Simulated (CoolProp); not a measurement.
A simple Rankine cycle with n-heptane: condensing at 295.15 K, boiler at 0.644 MPa, turbine inlet 454.9 K, turbine efficiency 0.6, pump efficiency 0.6, no recuperator. Each further row changes one setting.

The numbers come from the reference Helmholtz-energy equation of state, Span 2003 in CoolProp. It is a short technical equation, of lower accuracy than the large ones.

```json
[
 {"case": "as stated", "thermal efficiency (%)": "14.0", "net work (kJ/kg)": "92.5", "heat in (kJ/kg)": "659", "turbine exit temperature (K)": "401.3", "volume ratio over the turbine": "132"},
 {"case": "turbine inlet 474.9 K", "thermal efficiency (%)": "13.8", "net work (kJ/kg)": "98.0", "heat in (kJ/kg)": "710", "turbine exit temperature (K)": "422.5", "volume ratio over the turbine": "129"},
 {"case": "condensing temperature 287.15 K", "thermal efficiency (%)": "14.8", "net work (kJ/kg)": "100", "heat in (kJ/kg)": "676", "turbine exit temperature (K)": "397.6", "volume ratio over the turbine": "200"},
 {"case": "boiler pressure 0.451 MPa", "thermal efficiency (%)": "13.2", "net work (kJ/kg)": "88.2", "heat in (kJ/kg)": "668", "turbine exit temperature (K)": "407.7", "volume ratio over the turbine": "87.5"},
 {"case": "turbine efficiency 0.5", "thermal efficiency (%)": "11.7", "net work (kJ/kg)": "76.8", "heat in (kJ/kg)": "659", "turbine exit temperature (K)": "408.7", "volume ratio over the turbine": "135"}
]
```
